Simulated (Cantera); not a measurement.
A freely propagating, adiabatic, planar premixed flame of 12.0 % CH₄, 18.5 % O₂, 69.5 % N₂, unburnt at 700 K and 1.00 bar; multicomponent transport, grid criteria slope 0.08 and curve 0.16, no radiation.

Computed with Cantera and GRI-Mech 3.0 (53 species, 325 reactions). Burning velocities carry a grid error of a few per cent, more on coarse grids.

Task: Predict: laminar burning velocity; thermal thickness; peak x(HO₂); peak x(HCO); peak x(CH₂CO); peak x(HCN).

Result: 
```json
{
 "laminar_burning_velocity": "144 cm/s",
 "thermal_thickness": "0.345 mm",
 "peak x(HO₂)": "0.000143",
 "peak x(HCO)": "6.62e-5",
 "peak x(CH₂CO)": "0.000306",
 "peak x(HCN)": "3.15e-5"
}
```
